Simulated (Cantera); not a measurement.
Equilibrium for silicon epitaxy and polysilicon growth: SiHCl3 + Cl2 + H2

Feed: 1 mol SiHCl3, 0.22 mol Cl2, a varied amount of H2, held at 1075 °C and 1900 Pa.

These are equilibrium values from Cantera (NASA tables, ideal gas, pure condensed phases), not measurements of a reactor. Candidate condensed phases: Si; 19 gas species. The tables' values for SiCl3 are old estimates; treat these amounts as uncertain. Rates play no part.

| n(H2) (mol) | x H2 | x HCl | x SiCl2 | x SiCl3 | n Si(s) |
|---|---|---|---|---|---|
| 19 | 0.876 | 0.0921 | 0.0272 | 0.00274 | 0.320 |
| 25 | 0.899 | 0.0787 | 0.0193 | 0.00165 | 0.397 |
| 33 | 0.919 | 0.0661 | 0.0133 | 0.000942 | 0.476 |
| 44 | 0.936 | 0.0542 | 0.00882 | 0.000507 | 0.555 |
| 59 | 0.950 | 0.0437 | 0.00563 | 0.000259 | 0.630 |
| 78 | 0.961 | 0.0351 | 0.00359 | 0.000132 | 0.696 |
| 100 | 0.969 | 0.0286 | 0.00237 | 7.05e-5 | 0.747 |
| 140 | 0.977 | 0.0214 | 0.00132 | 2.92e-5 | 0.806 |
| 180 | 0.982 | 0.0171 | 0.000839 | 1.49e-5 | 0.843 |
| 240 | 0.986 | 0.0132 | 0.000494 | 6.72e-6 | 0.878 |
| 330 | 0.990 | 0.00980 | 0.000272 | 2.75e-6 | 0.908 |
| 430 | 0.992 | 0.00762 | 0.000164 | 1.29e-6 | 0.928 |
x: gas mole fraction; n: condensed amount in mol.

From 19 mol H2 to 430 mol H2 the condensed part is Si(s). The main Si-bearing gas is SiCl2 throughout. The share of Si in condensed phases is highest at 430 mol H2 (92.8 %) and lowest at 19 mol H2 (32.0 %).
